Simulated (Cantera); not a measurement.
Charge: 1 mol MgO, 0.51 mol SO3, 4.6 mol N2, at 3.40 bar.

These are equilibrium values from Cantera (NASA tables, ideal gas, pure condensed phases), not measurements of a reactor. Candidate condensed phases: Mg, MgO, MgS, MgSO4, S; 22 gas species. Mutual solubility and eutectic melting of coexisting phases are not modelled. The numbers say what is thermodynamically allowed, not how fast it happens.

### Question
Which condensed phases are stable at each of these points (T (°C)): 900, 950, 1000, 1050, 1100, 1150, 1200, 1250, 1300, 1350, 1400, 1450, 1500, 1550?

### Answer
```csv
T (°C),condensed phases,Mg condensed (%)
900,MgO(s) + MgSO4(s),100.0
950,MgO(s) + MgSO4(s),100.0
1000,MgO(s) + MgSO4(s),100.0
1050,MgO(s),100.0
1100,MgO(s),100.0
1150,MgO(s),100.0
1200,MgO(s),100.0
1250,MgO(s),100.0
1300,MgO(s),100.0
1350,MgO(s),100.0
1400,MgO(s),100.0
1450,MgO(s),100.0
1500,MgO(s),100.0
1550,MgO(s),100.0
```

From 900 °C to 1000 °C the condensed part is MgO(s) + MgSO4(s). From 1050 °C to 1550 °C the condensed part is MgO(s).
